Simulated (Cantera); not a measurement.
Feed: 1 mol Al(CH₃)₃, 4 mol NH₃, 10 mol N₂, at 0.00150 bar.

Method: chemical equilibrium by Gibbs-energy minimisation in Cantera with the NASA 1993 tables (ideal gas, pure condensed phases). Candidate condensed phases: Al, AlN, C, C₆H₆, C₇H₈, C₈H₁₈; 97 gas species. The feed counts by its element totals alone. Kinetics and transport are ignored.

x: gas mole fraction; n: condensed amount in mol.

| T (°C) | x N₂ | x H₂ | x H | x Al | x HCN | n AlN(s) | n C(graphite) |
|---|---|---|---|---|---|---|---|
| 927 | 0.523 | 0.477 | 3.52e-6 | 4.03e-12 | 3.72e-5 | 1.00 | 3.00 |
| 1002 | 0.523 | 0.477 | 1.31e-5 | 1.76e-10 | 8.13e-5 | 1.00 | 3.00 |
| 1077 | 0.523 | 0.477 | 4.25e-5 | 5.01e-9 | 0.000163 | 1.00 | 3.00 |
| 1152 | 0.523 | 0.477 | 0.000122 | 9.99e-8 | 0.000302 | 1.000 | 2.99 |
| 1227 | 0.522 | 0.477 | 0.000314 | 1.47e-6 | 0.000528 | 1.000 | 2.99 |
| 1302 | 0.522 | 0.476 | 0.000740 | 1.67e-5 | 0.000872 | 1.000 | 2.98 |
| 1377 | 0.522 | 0.475 | … | … | … | 0.997 | 2.97 |
| 1452 | 0.520 | 0.473 | 0.00330 | 0.00114 | 0.00208 | 0.975 | 2.95 |
| 1527 | 0.517 | 0.466 | 0.00631 | 0.00719 | 0.00301 | 0.838 | 2.93 |
| 1602 | 0.506 | 0.438 | 0.0112 | 0.0395 | 0.00411 | 0.0624 | 2.89 |
| 1677 | 0.503 | 0.430 | 0.0194 | 0.0418 | 0.00560 | 0 | 2.85 |
| 1752 | 0.499 | 0.419 | … | 0.0416 | … | 0 | 2.79 |
| 1827 | 0.493 | 0.404 | 0.0511 | 0.0412 | 0.00957 | 0 | 2.72 |
| 1902 | 0.484 | 0.383 | 0.0780 | 0.0407 | 0.0120 | 0 | 2.64 |

Task: Some entries are withheld; supply them.

Result: 
- 1752, x H: 0.0322
- 1752, x HCN: 0.00743
- 1377, x H: 0.00162
- 1377, x Al: 0.000152
- 1377, x HCN: 0.00138
